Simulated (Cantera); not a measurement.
An isothermal, constant-pressure homogeneous reactor starts with 0.212 % CO, 6.09 % O2, 1.38 % H2O, 92.3 % N2, equivalence ratio 0.017, at 1075 K and 500000 Pa.

Computed with Cantera and GRI-Mech 3.0 (53 species, 325 reactions).

One state of this run: x CO = 0.000820; x O2 = 0.0603; x H2O = 0.0139; x HO2 = 1.63e-6; x H2 = 8.33e-7. x: mole fraction; the columns are a selection and need not sum to one.

Task: Which value of t (s) does it belong to?
A) 0.428
B) 0.148
C) 0.000727
D) 0.00609

Result: A, 0.428
